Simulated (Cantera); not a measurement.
# Al2O3 + H2 (sublimation and decomposition of ceramics)

Charge: 1 mol Al2O3, 0.02 mol H2, at 2.20 bar.

Cantera equilibrium calculation (NASA polynomials, part measured and part estimated; ideal gas, pure solids and liquids). Candidate condensed phases: Al, Al2O3, H2O; 19 gas species. The tables' values for AlOH are old estimates; treat these amounts as uncertain. The numbers say what is thermodynamically allowed, not how fast it happens.

| T (K) | log p H2 | log p H | log p H2O | log p Al | log p Al2O | log p AlOH | n Al2O3(s) | n Al2O3(l) |
|---|---|---|---|---|---|---|---|---|
| 1425 | 0.34 | -4.99 | -6.92 | -7.65 | -8.66 | -8.76 | 1.00 | 0 |
| 1525 | 0.34 | -4.45 | -6.21 | -6.85 | -7.67 | -7.89 | 1.00 | 0 |
| 1625 | 0.34 | -3.98 | -5.59 | -6.15 | -6.83 | -7.13 | 1.00 | 0 |
| 1725 | 0.34 | -3.56 | -5.03 | -5.55 | -6.10 | -6.47 | 1.00 | 0 |
| 1825 | 0.34 | -3.19 | -4.52 | -5.03 | -5.47 | -5.88 | 1.00 | 0 |
| 1925 | 0.34 | -2.85 | -4.07 | -4.57 | -4.92 | -5.36 | 1.00 | 0 |
| 2025 | 0.34 | -2.54 | -3.65 | -4.17 | -4.43 | -4.90 | 1.000 | 0 |
| 2125 | 0.34 | -2.27 | -3.28 | -3.80 | -4.00 | -4.48 | 1.000 | 0 |
| 2225 | 0.34 | -2.02 | -2.93 | -3.48 | -3.61 | -4.11 | 1.000 | 0 |
| 2325 | 0.34 | -1.79 | -2.62 | -3.18 | -3.26 | -3.77 | 1.000 | 0 |
| 2425 | 0.34 | -1.58 | -2.36 | -2.92 | -2.99 | -3.49 | 0 | 1.000 |
| 2525 | 0.33 | -1.39 | -2.13 | -2.69 | -2.75 | -3.25 | 0 | 1.000 |
log p: log10 of the partial pressure in bar; n: condensed amount in mol.

From 1425 K to 2325 K the condensed part is Al2O3(s). From 2425 K to 2525 K the condensed part is Al2O3(l). The main Al-bearing gas is AlH at 1425 K and Al2O at 2525 K.
